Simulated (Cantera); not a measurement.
Input: 1 mol MgCO3, 0.37 mol CO2, 0.2 mol H2O, held at 1325 K and 1.00 bar.

Equilibrium computed with Cantera from the NASA thermochemical tables; the gas is ideal and each condensed phase is pure. Candidate condensed phases: C, C6H6, C7H8, C8H18, H2O, Mg, MgCO3, MgO, Mg(OH)2; 116 gas species. The numbers say what is thermodynamically allowed, not how fast it happens.

Question: What is the equilibrium state?

Answer: x(CO2): 0.873
x(H2O): 0.127
x(CO): 4.48e-5
x(O2): 2.37e-5
x(H2): 3.51e-6
x(OH): 1.62e-6
n(MgO(s)): 1.00 mol
gas amount: 1.570 mol
log10 activity of C(graphite) (absent): -11.05
log10 activity of Mg(l) (absent): -15.65
